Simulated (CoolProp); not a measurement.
Model: reference Helmholtz-energy equation of state, Lemmon 2005, in CoolProp. It is a short technical equation, of lower accuracy than the large ones.

Problem. Give the vapour pressure (bar), vapour density (kg/m³), enthalpy of vaporisation (kJ/kg), liquid cp (kJ/(kg K)) of saturated isobutene at -24.55 °C.

Solution. 
```
T (°C)  p (bar)  vapour density (kg/m³)  enthalpy of vaporisation (kJ/kg)  liquid cp (kJ/(kg K))
------  -------  ----------------------  --------------------------------  ---------------------
-24.55    0.482                    1.34                               408                   2.15
```
